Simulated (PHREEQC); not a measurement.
Dissolve 2 mol H2SO4, 2 mol KCl and 0.18 mol MgCl2 per kg of water at 25 °C. Closed to the air; pH follows from the charge balance.

Model: Pitzer model, pitzer.dat, run in PHREEQC.

```csv
quantity,before,after
pH,-0.95,1.62
ionic strength (mol/kgw),4.83,0.0652
HSO4- (mol/kgw),1.85,0.0101
SO4-2 (mol/kgw),0.147,0.00989
```

Q: Name the change that produced these shifts.
(A) diluted 100-fold with water
(B) diluted 10-fold with water
(C) KCl left out
(D) temperature from 25 to 5 °C
(E) MgCl2 from 0.18 to 0.36 mol/kgw

A: A, diluted 100-fold with water

No solid was allowed to form. In brines, pH and single-ion activities rest on the MacInnes convention.
